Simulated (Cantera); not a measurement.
A closed system holds: 1 mol PbO, 180 mol H2, 0.093 mol H2O, held at 1.00 Torr.

Method: chemical equilibrium by Gibbs-energy minimisation in Cantera with the NASA 1993 tables (ideal gas, pure condensed phases). Candidate condensed phases: H2O, Pb, PbO, PbO2, Pb3O4; 12 gas species. Kinetics and transport are ignored. All values below are at 1798 K.

Base state: H2 0.979, H 0.00954, H2O 0.00600, Pb 0.00550 (mole fractions); condensed: gas only.

What changes in the equilibrium state with this change: pressure from 1.00 Torr to 3.45 Torr?


```csv
species,before,after
H2,0.979,0.983
H2O,0.00600,0.00602
Pb,0.00550,0.00551
H,0.00954,0.00515
```
